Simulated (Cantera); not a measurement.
# Metals in furnace atmospheres: Fe + H₂O + H₂

Charge: 1 mol Fe, 19 mol H₂O, 1.3 mol H₂, at 848.15 K and 1.65 Torr.

Cantera equilibrium calculation (NASA polynomials, part measured and part estimated; ideal gas, pure solids and liquids). Candidate condensed phases: Fe, FeO, Fe(OH)₂, Fe(OH)₃, Fe₂O₃, Fe₃O₄, H₂O; 12 gas species. Rates play no part.

```yaml
x(H₂O): 0.870
x(H₂): 0.130
n(Fe₃O₄(s)): 0.333 mol
gas_amount: 20.30 mol
log10 activity of Fe(α) (absent): -1.81
log10 activity of Fe(OH)₂(s) (absent): -7.14
log10 activity of Fe(OH)₃(s) (absent): -12.68
```
